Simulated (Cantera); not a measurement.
# Equilibrium for silicon etching in halogen gases: Si + HCl + H2

Input: 1 mol Si, 1.9 mol HCl, 8.8 mol H2, equilibrated at 52000 Pa.

Equilibrium computed with Cantera from the NASA thermochemical tables; the gas is ideal and each condensed phase is pure. Candidate condensed phases: Si; 19 gas species. The tables' values for SiCl3, SiCl are old estimates; treat these amounts as uncertain. Equilibrium is a limit: real reactors are often held back by kinetics, nucleation or transport.

From 575 K to 1675 K the condensed part is Si(s). The main Si-bearing gas is SiCl4 at 575 K and SiCl2 at 1675 K. The share of Si in condensed phases is highest at 1375 K (58.9 %) and lowest at 575 K (46.2 %).

```json
[
 {"T (K)": "575", "x H2": "0.947", "x HCl": "1.77e-5", "x SiCl2": "1.26e-10", "x SiCl4": "0.0290", "x SiHCl3": "0.0231", "n Si(s)": "0.462"},
 {"T (K)": "675", "x H2": "0.947", "x HCl": "0.000166", "x SiCl2": "1.86e-8", "x SiCl4": "0.0295", "x SiHCl3": "0.0222", "n Si(s)": "0.464"},
 {"T (K)": "775", "x H2": "0.947", "x HCl": "0.000861", "x SiCl2": "7.40e-7", "x SiCl4": "0.0299", "x SiHCl3": "0.0213", "n Si(s)": "0.467"},
 {"T (K)": "875", "x H2": "0.945", "x HCl": "0.00304", "x SiCl2": "1.24e-5", "x SiCl4": "0.0299", "x SiHCl3": "0.0204", "n Si(s)": "0.474"},
 {"T (K)": "975", "x H2": "0.942", "x HCl": "0.00817", "x SiCl2": "0.000115", "x SiCl4": "0.0292", "x SiHCl3": "0.0192", "n Si(s)": "0.488"},
 {"T (K)": "1075", "x H2": "0.934", "x HCl": "0.0179", "x SiCl2": "0.000671", "x SiCl4": "0.0270", "x SiHCl3": "0.0175", "n Si(s)": "0.513"},
 {"T (K)": "1175", "x H2": "0.922", "x HCl": "0.0333", "x SiCl2": "0.00274", "x SiCl4": "0.0228", "x SiHCl3": "0.0149", "n Si(s)": "0.545"},
 {"T (K)": "1275", "x H2": "0.906", "x HCl": "0.0530", "x SiCl2": "0.00805", "x SiCl4": "0.0162", "x SiHCl3": "0.0112", "n Si(s)": "0.575"},
 {"T (K)": "1375", "x H2": "0.888", "x HCl": "0.0726", "x SiCl2": "0.0171", "x SiCl4": "0.00875", "x SiHCl3": "0.00683", "n Si(s)": "0.589"},
 {"T (K)": "1475", "x H2": "0.875", "x HCl": "0.0860", "x SiCl2": "0.0266", "x SiCl4": "0.00342", "x SiHCl3": "0.00330", "n Si(s)": "0.587"},
 {"T (K)": "1575", "x H2": "0.868", "x HCl": "0.0920", "x SiCl2": "0.0331", "x SiCl4": "0.00109", "x SiHCl3": "0.00137", "n Si(s)": "0.579"},
 {"T (K)": "1675", "x H2": "0.866", "x HCl": "0.0939", "x SiCl2": "0.0367", "x SiCl4": "0.000336", "x SiHCl3": "0.000559", "n Si(s)": "0.570"}
]
```
x: gas mole fraction; n: condensed amount in mol.
